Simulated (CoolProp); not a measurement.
The numbers come from the reference Helmholtz-energy equation of state, Lemmon 2006 in CoolProp. It is a short technical equation, of lower accuracy than the large ones.

Task: Give the vapour pressure (MPa), liquid density (kg/m³), vapour density (kg/m³), enthalpy of vaporisation (kJ/kg) of saturated carbon monoxide at -167.45, -156.65, -153.05 °C.

Result: 
```csv
T (°C),p (MPa),liquid density (kg/m³),vapour density (kg/m³),enthalpy of vaporisation (kJ/kg)
-167.45,0.811,674,31.5,172
-156.65,1.56,603,63.1,142
-153.05,1.89,574,79.3,129
```
